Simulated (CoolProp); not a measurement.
R123 along the isotherm 500 K: density (kg/m³) from the reference equation and from simpler models built on Tc = 456.8 K, pc = 3.662 MPa, ω = 0.282; each cubic takes its own stable root.

Computed with CoolProp (reference Helmholtz-energy equation of state, Younglove 1994). It is a modified Benedict-Webb-Rubin equation, recast in Helmholtz form.

```tsv
p (MPa)	phase	reference
2.29	gas	101.9
4.58	supercritical	280.5
6.87	supercritical	631.9
9.15	supercritical	805.6
11.4	supercritical	886.3
13.7	supercritical	940.0
16	supercritical	980.1
18.3	supercritical	1012
```

Q: How far does each simpler model (ideal gas, van der Waals, Redlich-Kwong, Soave-Redlich-Kwong, Peng-Robinson) lie from the reference over these 8 states: mean and median of the absolute difference, and the worst?

A: 
- ideal gas: mean 43.5 %, median 43.2 %, worst -60.0 % at 500 K and 6.87 MPa
- van der Waals: mean 16.5 %, median 21.0 %, worst -23.8 % at 500 K and 18.3 MPa
- Redlich-Kwong: mean 6.2 %, median 6.9 %, worst -9.0 % at 500 K and 9.15 MPa
- Soave-Redlich-Kwong: mean 9.4 %, median 10.5 %, worst -14.6 % at 500 K and 6.87 MPa
- Peng-Robinson: mean 3.3 %, median 2.1 %, worst -8.3 % at 500 K and 6.87 MPa
